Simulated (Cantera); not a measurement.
Adiabatic ignition

An adiabatic, constant-volume homogeneous reactor starts with CH4 : CO : O2 : N2 : H2O = 1 : 0.74 : 0.988 : 3.71 : 0.02 (molar parts), equivalence ratio 2.4, at 1375 K and 1.00 atm.

Computed with Cantera and GRI-Mech 3.0 (53 species, 325 reactions).

| t (s) | T (K) | P (bar) | x CH4 | x CO | x O2 | x HCO | x N2O |
|---|---|---|---|---|---|---|---|
| 4.00e-6 | 1375 | 1.01 | 0.155 | 0.115 | 0.153 | <1e-12 | <1e-12 |
| 9.57e-6 | 1375 | 1.01 | 0.155 | 0.115 | 0.153 | <1e-12 | <1e-12 |
| 2.29e-5 | 1375 | 1.01 | 0.155 | 0.115 | 0.153 | 1.80e-12 | <1e-12 |
| 5.47e-5 | 1375 | 1.01 | 0.155 | 0.115 | 0.153 | 3.42e-12 | 1.58e-12 |
| 0.000131 | 1375 | 1.01 | 0.155 | 0.115 | 0.153 | 1.01e-11 | 5.30e-12 |
| 0.000313 | 1375 | 1.01 | 0.155 | 0.115 | 0.153 | 6.97e-11 | 1.54e-11 |
| 0.000748 | 1376 | 1.01 | 0.155 | 0.115 | 0.153 | 5.57e-10 | 4.67e-11 |
| 0.00179 | 1378 | 1.02 | 0.154 | 0.115 | 0.153 | 2.65e-9 | 1.75e-10 |
| 0.00428 | 1389 | 1.02 | 0.152 | 0.115 | 0.151 | 1.30e-8 | 9.25e-10 |
| 0.0102 | 2577 | 2.21 | 8.59e-11 | 0.209 | 1.61e-5 | 5.47e-7 | 1.59e-8 |
| 0.0245 | 2578 | 2.21 | 8.37e-11 | 0.209 | 1.63e-5 | 5.48e-7 | 1.20e-8 |
| 0.0585 | 2578 | 2.21 | 8.37e-11 | 0.209 | 1.63e-5 | 5.48e-7 | 1.20e-8 |
| 0.140 | 2578 | 2.21 | 8.37e-11 | 0.209 | 1.63e-5 | 5.48e-7 | 1.20e-8 |
| 0.335 | 2578 | 2.21 | 8.37e-11 | 0.209 | 1.63e-5 | 5.48e-7 | 1.20e-8 |
| 0.800 | 2578 | 2.21 | 8.37e-11 | 0.209 | 1.63e-5 | 5.48e-7 | 1.20e-8 |
x: mole fraction; the columns are a selection and need not sum to one.

The time of steepest temperature rise comes out as 8.94 ms and the temperature at 0.800 s is 2578 K. The equilibrium temperature is 2578 K, the x(CH4) at 0.800 s comes out as 8.37e-11 (gas-phase equilibrium 9.34e-11) and the x(CO) at 0.800 s is 0.209 (gas-phase equilibrium 0.209). The x(O2) at 0.800 s is 1.63e-5 (gas-phase equilibrium 1.63e-5).
